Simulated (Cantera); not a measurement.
## Stirred combustor or abatement burner

A perfectly stirred reactor is fed with 23.9 % H2, 16.0 % O2, 60.1 % N2, at 9.87 atm; it is adiabatic with a 525 K inlet, and is followed from long to short residence time, starting on the burning branch (τ in s: 0.3, 0.13, 0.057, 0.025, 0.011, 0.0048, 0.0021, 0.00092, 0.0004, 0.00018, 7.7e-05, 3.4e-05, 1.5e-05).

Cantera simulation using the H2/O2 subset of GRI-Mech 3.0, which has no nitrogen chemistry; the numbers are that mechanism's predictions, not measurements. The hydrogen kinetics of GRI-Mech 3.0 are dated; newer H2 mechanisms differ, most at raised pressure.

```csv
τ (s),T (K),x H2,x O2,x H,x H2O2,x HO2,x O
0.30,2282,0.000760,0.0445,7.75e-5,7.57e-7,7.01e-6,0.000300
0.13,2282,0.000763,0.0445,7.78e-5,7.58e-7,7.02e-6,0.000301
0.057,2282,0.000770,0.0445,7.86e-5,7.59e-7,7.04e-6,0.000302
0.025,2282,0.000785,0.0445,8.04e-5,7.62e-7,7.09e-6,0.000306
0.011,2281,0.000819,0.0445,8.45e-5,7.68e-7,7.20e-6,0.000313
0.0048,2280,0.000897,0.0445,9.39e-5,7.82e-7,7.45e-6,0.000330
0.0021,2278,0.00106,0.0445,0.000115,8.14e-7,8.01e-6,0.000368
0.00092,2273,0.00140,0.0445,0.000164,8.80e-7,9.23e-6,0.000447
0.00040,2264,0.00206,0.0446,0.000277,1.01e-6,1.18e-5,0.000609
0.00018,2249,0.00318,0.0447,0.000511,1.22e-6,1.67e-5,0.000893
7.7e-5,2223,0.00515,0.0451,0.00104,1.55e-6,2.65e-5,0.00141
3.4e-5,2183,0.00815,0.0459,0.00209,1.99e-6,4.31e-5,0.00222
1.5e-5,2123,0.0126,0.0474,0.00406,2.56e-6,7.13e-5,0.00341
```
x: mole fraction; the columns are a selection and need not sum to one.
